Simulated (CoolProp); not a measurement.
Vapour-liquid equilibrium of R125 (1) + propane (2) at 1.94 bar; x and y are mole fractions of (1).

The numbers come from the multi-fluid Helmholtz-energy mixture model, Lemmon 2005 and Lemmon 2009; pair parameters Bell 2016 in CoolProp.

```
x     bubble temperature, mixture model (K)  bubble temperature, Raoult's law (K)  y, mixture model  y, Raoult's law
----  -------------------------------------  ------------------------------------  ----------------  ---------------
0.05                                  241.1                                 246.4             0.229            0.067
0.15                                  235.5                                 245.5               ___            0.194
0.25                                  233.4                                 244.6             0.502            0.312
0.35                                  232.6                                 243.8             0.537            0.423
0.45                                  232.3                                 243.0               ___            0.526
0.55                                  232.2                                 242.3               ___            0.624
0.65                                  232.2                                 241.6               ___            0.716
0.75                                  232.6                                 240.9             0.630            0.802
0.85                                  233.7                                 240.2             0.701            0.885
0.95                                  236.6                                 239.6             0.855            0.962
```

Q: What belongs in the gaps?

A: 
- 0.15, y, mixture model: 0.427
- 0.45, y, mixture model: 0.557
- 0.55, y, mixture model: 0.573
- 0.65, y, mixture model: 0.594

The largest gap from Raoult's law is -11.2 K in bubble temperature, at x = 0.35. y crosses x between x = 0.55 and 0.65: the model has an azeotrope there.

The pair parameters rest on a limited set of measurements; away from them the model extrapolates. With so large a gap from Raoult's law the liquid may split in two, which this calculation doesn't test in full.
